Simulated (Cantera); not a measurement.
Input: 1 mol B2O3, 8.6 mol HCl, 29 mol H2, 0.69 mol Cl2, equilibrated at 1200 Pa.

Method: chemical equilibrium by Gibbs-energy minimisation in Cantera with the NASA 1993 tables (ideal gas, pure condensed phases). Candidate condensed phases: B, B2O3, B3O3H3, H2O; 33 gas species. The tables' values for BOCl are old estimates; treat these amounts as uncertain. The numbers say what is thermodynamically allowed, not how fast it happens.

x: gas mole fraction; n: condensed amount in mol.

| T (K) | x H2 | x HCl | x HBO2 | x HBO | n B2O3(l) |
|---|---|---|---|---|---|
| 1150 | 0.739 | 0.260 | 2.85e-5 | (withheld) | 0.998 |
| 1200 | 0.739 | 0.260 | 6.72e-5 | (withheld) | 0.996 |
| 1250 | 0.739 | 0.260 | 0.000150 | (withheld) | 0.992 |
| 1300 | 0.739 | 0.260 | 0.000321 | (withheld) | 0.984 |
| 1350 | 0.738 | 0.260 | 0.000672 | (withheld) | 0.967 |
| 1400 | 0.737 | 0.259 | 0.00137 | (withheld) | 0.932 |
| 1450 | 0.734 | 0.258 | 0.00269 | (withheld) | 0.860 |

Q: What belongs in the gaps?

A: 
- 1150, x HBO: 1.07e-5
- 1200, x HBO: 3.35e-5
- 1250, x HBO: 9.41e-5
- 1300, x HBO: 0.000236
- 1350, x HBO: 0.000533
- 1400, x HBO: 0.00110
- 1450, x HBO: 0.00212
